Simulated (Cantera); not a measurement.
Cantera run:

```python
import numpy as np
import cantera as ct

gas_names = """
    CL CL2 Fe FeCL FeCL2 FeCL3 Fe2CL4 Fe2CL6 H HCL H2
""".split()
cond_names = """
    Fe(a) Fe(c) Fe(d) Fe(L) FeCL2(s) FeCL2(L) FeCL3(s) FeCL3(L)
""".split()


# ... load() reads the species with a 1 bar reference pressure and builds the phases ...
atoms = {
    'Fe': {'Fe': 1},
    'Cl2': {'CL': 2},
    'H2': {'H': 2},
}
top_T = {}  # K; cautious upper limits of use, not melting points


# ... equilibrate(T, P, feed) seeds the gas with the atoms and calls Mixture.equilibrate('TP', solver="vcs", rtol=1e-11, max_steps=5000) ...
results = []
feed = {'Fe': 1, 'Cl2': 0.32, 'H2': 7.4}  # mol
P = 12000  # Pa
for T in [750, 850, 950, 1050, 1150, 1250, 1350, 1450, 1550]:
    mix = equilibrate(T, P, feed)
    results.append((T, P, feed, dict(zip(mix.species_names, mix.species_moles))))

top = {s: max(r[3][s] / sum(r[3][g] for g in gas_names) for r in results) for s in gas_names}
cols = sorted((s for s in top if top[s] > 1e-05), key=lambda s: -top[s])[:5]
seen = [c for c in cond_names if any(r[3].get(c, 0) > 1e-12 for r in results)]
print("log10 of partial pressures in bar; condensed amounts in mol")
print(f"{'T/K':>10s}" + "".join(f"{s[:9]:>10s}" for s in cols + seen))
for T, P, feed, n in results:
    ng = sum(n[g] for g in gas_names)
    print(f"{T:10.4g}" + "".join(f"{np.log10(max(n[s] / ng * P / 1e5, 1e-99)):10.3f}" for s in cols)
          + "".join(f"{n.get(c, 0):10.4g}" for c in seen))
```

Result:

```
log10 of partial pressures in bar; condensed amounts in mol
       T/K        H2       HCL     FeCL2         H     Fe(a)     Fe(c)  FeCL2(s)
       750    -0.947    -2.152    -4.857   -12.973    0.9038         0   0.09526
       850    -0.958    -2.008    -4.201   -11.168    0.9958         0         0
       950    -0.958    -2.013    -3.936    -9.734    0.9925         0         0
      1050    -0.958    -2.019    -3.736    -8.570    0.9882         0         0
      1150    -0.957    -2.025    -3.588    -7.606    0.9834         0         0
      1250    -0.957    -2.033    -3.473    -6.794         0    0.9783         0
      1350    -0.957    -2.040    -3.380    -6.101         0    0.9732         0
      1450    -0.956    -2.048    -3.304    -5.502         0    0.9681         0
      1550    -0.956    -2.055    -3.242    -4.980         0    0.9631         0
```

Equilibrium computed with Cantera from the NASA thermochemical tables; the gas is ideal and each condensed phase is pure.
